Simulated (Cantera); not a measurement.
Feed: 1 mol CCl4, 0.48 mol H2, held at 1750 K and 21.0 Pa.

These are equilibrium values from Cantera (NASA tables, ideal gas, pure condensed phases), not measurements of a reactor. Candidate condensed phases: C, C6H6, C7H8, C8H18; 91 gas species. The numbers say what is thermodynamically allowed, not how fast it happens.

Base state: Cl 0.758, HCl 0.240, Cl2 0.00196, H 6.30e-5, H2 1.54e-5 (mole fractions); condensed: C(graphite).

Task: What changes in the equilibrium state with this change: H2 from 0.48 to 9.7 mol?

Result: 
```
species            before    after
----------------  -------  -------
H2                1.54e-5    0.648
HCl                 0.240    0.334
H                 6.30e-5   0.0129
Cl                  0.758  0.00513
C2H2 (acetylene)  1.77e-9  7.45e-5
Cl2               0.00196  8.98e-8
C(graphite), mol    1.000    0.998
```
